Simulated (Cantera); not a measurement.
Feed: 1 mol SiH4, 2.1 mol O2, equilibrated at 673 K and 10.0 mbar.

Cantera equilibrium calculation (NASA polynomials, part measured and part estimated; ideal gas, pure solids and liquids). Candidate condensed phases: H2O, Si, SiO2; 18 gas species. Rates play no part.

Base state: H2O 0.952, O2 0.0476 (mole fractions); condensed: SiO2(α-quartz).

Problem. What changes in the equilibrium state with this change: O2 from 2.1 to 0.11 mol?

Solution. 
```
species              before  after
-------------------  ------  -----
H2                    <1e-9   1.00
H2O                   0.952  <1e-9
O2                   0.0476  <1e-9
SiO2(α-quartz), mol    1.00  0.110
Si(s), mol                0  0.890
```
